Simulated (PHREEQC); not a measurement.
Solution (25 °C): 0.0021 mol KNO3, 0.00031 mol Ca(OH)2, 0.056 mol AlCl3 and 0.0054 mol HBr per kg of water. Closed to the air; pH follows from the charge balance.

Computed with PHREEQC (ion-association model, phreeqc.dat).

Q: The ionic strength comes out as 0.344 mol/kgw. What activity coefficients do AlOH+2, Ca+2, NO3-, H+, K+ get?

A: AlOH+2 0.26, Ca+2 0.28, NO3- 0.65, H+ 0.78, K+ 0.67.

No solid was allowed to form. Complexes and solids missing from the database can't appear.
